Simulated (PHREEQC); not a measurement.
A made-up water analysis in mg/L, 20 °C, pH 6.79, pe 9.2:

| constituent | mg/L |
|---|---|
| Na | 0.0152 |
| K | 0.00228 |
| Ca | 0.0198 |
| Mg | 0.00863 |
| Cl | 0.0557 |
| S(6) as SO4 | 0.0265 |
| Alkalinity as HCO3 | 0.0189 |
| Cu(2) | 0.000398 |
| Li | 2.83e-05 |
| Si as SiO2 | 0.000542 |

Na is adjusted to close the charge balance.
Valence states are taken as typed.

Model: ion-association model, phreeqc.dat, run in PHREEQC.

```json
[
 {"quantity": "ionic strength (mol/kgw)", "before": "3.72e-6", "after": "3.60e-6"},
 {"quantity": "HCO3- (mol/kgw)", "before": "4.24e-7", "after": "2.16e-7"},
 {"quantity": "CO2 (mol/kgw)", "before": "1.65e-7", "after": "2.66e-8"},
 {"quantity": "Cu+2 (mol/kgw)", "before": "3.39e-9", "after": "6.91e-10"},
 {"quantity": "Cu(OH)2 (mol/kgw)", "before": "2.67e-9", "after": "5.44e-9"},
 {"quantity": "CuOH+ (mol/kgw)", "before": "2.07e-10", "after": "1.34e-10"},
 {"quantity": "SI of Quartz (SiO2)", "before": "-3.99", "after": "-3.99"}
]
```

Question: Which change was made?
A. pH from 6.79 to 7.29 at the same alkalinity
B. Li from 2.83e-05 to 1.42e-05 mg/L
C. pH from 6.79 to 6.29 at the same alkalinity

Answer: A, pH from 6.79 to 7.29 at the same alkalinity

Precipitation was switched off in this run. The database's constant for dissolved Cu(OH)2 is higher than later reviews accept.
